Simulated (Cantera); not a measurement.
Input (Python, Cantera):

```python
import numpy as np
import cantera as ct

gas = ct.Solution("gri30.yaml", transport_model="mixture-averaged")
show = ['H', 'H2', 'CH4']

rows = []
print(f"{'T/K':>7s}{'rho':>11s}{'cp':>10s}{'mu':>11s}{'lambda':>11s}{'Pr':>7s}" + "".join(f"{'D_' + s:>11s}" for s in show))
for T in [400, 500, 600, 700, 800, 900]:
    gas.TPX = T, 7100, {'CH3OH': 0.87, 'H2': 0.27}
    Pr = gas.cp_mass * gas.viscosity / gas.thermal_conductivity
    D = [gas.mix_diff_coeffs_mole[gas.species_index(s)] for s in show]
    rows.append([gas.density, gas.cp_mass, gas.viscosity, gas.thermal_conductivity, Pr, *D])
    print(f"{T:7g}{gas.density:11.4e}{gas.cp_mass:10.1f}{gas.viscosity:11.4e}"
          f"{gas.thermal_conductivity:11.4e}{Pr:7.3f}" + "".join(f"{d:11.4e}" for d in D))
print("SI units: kg/m3, J/kg/K, Pa s, W/m/K, m2/s")
```

Output:

```
    T/K        rho        cp         mu     lambda     Pr        D_H       D_H2      D_CH4
    400 5.3223e-02    1851.6 1.3423e-05 5.5689e-02  0.446 2.5728e-03 1.5082e-03 4.9150e-04
    500 4.2578e-02    2100.5 1.6776e-05 7.2783e-02  0.484 3.8935e-03 2.2307e-03 7.4506e-04
    600 3.5482e-02    2339.1 2.0013e-05 9.0870e-02  0.515 5.4222e-03 3.0565e-03 1.0388e-03
    700 3.0413e-02    2548.5 2.3111e-05 1.0945e-01  0.538 7.1421e-03 3.9784e-03 1.3694e-03
    800 2.6611e-02    2724.4 2.6068e-05 1.2823e-01  0.554 9.0400e-03 4.9909e-03 1.7343e-03
    900 2.3655e-02    2876.9 2.8887e-05 1.4702e-01  0.565 1.1106e-02 6.0895e-03 2.1315e-03
SI units: kg/m3, J/kg/K, Pa s, W/m/K, m2/s
```

Cantera simulation using GRI-Mech 3.0 (53 species, 325 reactions); the numbers are that mechanism's predictions, not measurements. Polar gases are described roughly by these parameters.
